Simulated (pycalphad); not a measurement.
An equivalent pycalphad script:

```python
from pycalphad import Database, equilibrium, calculate, variables as v
import numpy as np
db = Database('COST507.tdb')
comps = ['HF', 'C', 'VA']
phases = ['BCC_A2', 'FCC_A1', 'GRAPHITE', 'HCP_A3', 'LIQUID']
eq = equilibrium(db, comps, phases, {v.X('C'): 0.35, v.T: np.arange(3300, 499, -100), v.P: 101325, v.N: 1}, output=['HM', 'SM'])
```

All values are pycalphad results on the COST 507 light-alloy database (1999) (1 atm), not direct measurements. These are 1990s assessments: newer ones move some temperatures and phases. Phase fractions are per mole of atoms. Diffusion is slow at the low end, where real alloys seldom reach equilibrium.

Results at three of the temperatures:

```
T = 3300.00 K, P = 101325 Pa, N = 1 mol of atoms
G = -303868 J/mol, H = 5037 J/mol, S = 93.61 J/(mol K)  (SER reference)
chemical potentials (J/mol): Hf -312388, C -288045
phase             fraction      x(Hf)       x(C)
FCC_A1              0.9272     0.6321     0.3679
LIQUID              0.0728     0.8784     0.1216
```

```
T = 2500.00 K, P = 101325 Pa, N = 1 mol of atoms
G = -233208 J/mol, H = -25369 J/mol, S = 83.14 J/(mol K)  (SER reference)
chemical potentials (J/mol): Hf -207391, C -281155
phase             fraction      x(Hf)       x(C)
FCC_A1              1.0000     0.6500     0.3500
```

```
T = 1300.00 K, P = 101325 Pa, N = 1 mol of atoms
G = -144841 J/mol, H = -63644 J/mol, S = 62.46 J/(mol K)  (SER reference)
chemical potentials (J/mol): Hf -82975, C -259737
phase             fraction      x(Hf)       x(C)
FCC_A1              0.9462     0.6325     0.3675
HCP_A3              0.0538     0.9586     0.0414
```

Changes of the phase set, refined by bisection:

```csv
T (°C),phases above,phases below
2712.3,FCC_A1 + LIQUID,FCC_A1
1862.5,FCC_A1,FCC_A1 + HCP_A3
```

FCC_A1 is fcc; HCP_A3 is hcp. The fcc model also describes the rock-salt carbide or nitride (TiC, TiN, HfC).
